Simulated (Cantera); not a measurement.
Feed: 1 mol Ca(OH)2, 0.24 mol H2O, held at 1998 K and 3.10 mbar.

These are equilibrium values from Cantera (NASA tables, ideal gas, pure condensed phases), not measurements of a reactor. Candidate condensed phases: Ca, CaO, Ca(OH)2, H2O; 14 gas species. Equilibrium is a limit: real reactors are often held back by kinetics, nucleation or transport.

Base state: H2O 0.926, H2 0.0374, O2 0.0159, OH 0.0137, H 0.00557, O 0.00149, Ca(OH)2 9.30e-5, CaOH 1.37e-5 (mole fractions); condensed: CaO(s).

Problem. What changes in the equilibrium state with this change: temperature from 1998 K to 1448.15 K?

Solution. 
| species | before | after |
|---|---|---|
| H2O | 0.926 | 0.999 |
| H2 | 0.0374 | 0.000841 |
| O2 | 0.0159 | 0.000387 |
| OH | 0.0137 | 0.000136 |
| Ca(OH)2 | 9.30e-5 | 2.55e-7 |
| CaOH | 1.37e-5 | <1e-9 |
| O | 0.00149 | 6.91e-7 |
| CaO(s), mol | 1.000 | 1.00 |

Problem. What changes in the equilibrium state with this change: pressure from 3.10 mbar to 10.0 Pa?

Solution. 
```json
[
 {"species": "H2O", "before": "0.926", "after": "0.751"},
 {"species": "H2", "before": "0.0374", "after": "0.0996"},
 {"species": "H", "before": "0.00557", "after": "0.0506"},
 {"species": "O", "before": "0.00149", "after": "0.0141"},
 {"species": "O2", "before": "0.0159", "after": "0.0460"},
 {"species": "OH", "before": "0.0137", "after": "0.0380"},
 {"species": "Ca", "before": "1.41e-6", "after": "0.000143"},
 {"species": "CaOH", "before": "1.37e-5", "after": "0.000125"},
 {"species": "Ca(OH)2", "before": "9.30e-5", "after": "7.55e-5"},
 {"species": "CaO(s), mol", "before": "1.000", "after": "1.000"}
]
```
